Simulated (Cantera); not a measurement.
Input: 1 mol SiH4, 0.088 mol C2H4, 370 mol H2, 0.94 mol C3H8, at 2473.15 K and 100 Torr.

Method: chemical equilibrium by Gibbs-energy minimisation in Cantera with the NASA 1993 tables (ideal gas, pure condensed phases). Candidate condensed phases: C, C6H6, C7H8, C8H18, Si, SiC; 87 gas species. Gases not in the tables: Si2H6 and higher silanes. Rates play no part.

Base state: H2 0.935, H 0.0591, C2H2 (acetylene) 0.00359, Si 0.00201, SiH 0.000196, SiC2 0.000193, SiH2 6.01e-5, Si2C 5.23e-5 (mole fractions); condensed: gas only.

Problem. What changes in the equilibrium state with this change: pressure from 100 Torr to 7.50 Torr?

Solution. 
| species | before | after |
|---|---|---|
| H2 | 0.935 | 0.795 |
| H | 0.0591 | 0.199 |
| C2H2 (acetylene) | 0.00359 | 0.00327 |
| Si | 0.00201 | 0.00211 |
| CH4 | 1.15e-5 | 6.47e-7 |
| SiH2 | 6.01e-5 | 4.01e-6 |
